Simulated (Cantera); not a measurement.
A closed system holds: 1 mol TiO₂, 2.4 mol CO, held at 1025 K and 0.00133 bar.

Cantera equilibrium calculation (NASA polynomials, part measured and part estimated; ideal gas, pure solids and liquids). Candidate condensed phases: C, Ti, TiC, TiO, TiO₂, Ti₂O₃, Ti₃O₅, Ti₄O₇; 15 gas species. Equilibrium is a limit: real reactors are often held back by kinetics, nucleation or transport.

Base state: CO 1.000, CO₂ 0.000458 (mole fractions); condensed: C(graphite) + TiO₂(rutile).

Task: What changes in the equilibrium state with this change: temperature from 1025 K to 1648 K?

Result: 
```json
[
 {"species": "CO", "before": "1.000", "after": "0.987"},
 {"species": "CO₂", "before": "0.000458", "after": "0.0134"},
 {"species": "C(graphite), mol", "before": "0.00110", "after": "0"},
 {"species": "TiO₂(rutile), mol", "before": "1.00", "after": "0.872"},
 {"species": "Ti₄O₇(s), mol", "before": "0", "after": "0.0321"}
]
```
Mutual solubility and eutectic melting of coexisting phases are not modelled. Condensed phases not in the tables: Magnéli phases beyond Ti₄O₇.
